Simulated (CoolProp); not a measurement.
Properties of hydrogen chloride along the isotherm 355.3 K.

Computed with CoolProp (reference Helmholtz-energy equation of state, Thol 2018).

| p (bar) | phase | Z | cp (kJ/(kg K)) | isothermal compressibility (1/MPa) | expansivity (1/kK) |
|---|---|---|---|---|---|
| 1.31 | gas | 0.9955 | 0.8058 | 7.668 | 2.854 |
| 2.49 | gas | 0.9915 | 0.8118 | 4.051 | 2.889 |
| 4.72 | gas | 0.9838 | 0.8235 | 2.154 | 2.959 |
| 8.96 | gas | 0.9691 | 0.8470 | 1.152 | 3.099 |
| 17 | gas | 0.9407 | 0.8965 | 0.6262 | … |
| 32.2 | gas | 0.8852 | 1.013 | 0.3528 | 4.091 |
| 61 | gas | … | 1.369 | 0.2183 | … |
| 116 | supercritical | 0.4983 | 3.985 | … | 22.47 |
| 219 | supercritical | 0.3945 | 2.398 | 0.01999 | … |
| 416 | supercritical | … | … | 0.005584 | 3.434 |

Task: Some entries are withheld; supply them.

Result: 
- 17, expansivity (1/kK): 3.395
- 61, Z: 0.7715
- 61, expansivity (1/kK): 6.242
- 116, isothermal compressibility (1/MPa): 0.2056
- 219, expansivity (1/kK): 7.746
- 416, Z: 0.6165
- 416, cp (kJ/(kg K)): 1.720

The peak of cp marks the crossing from liquid-like to gas-like fluid above the critical point.
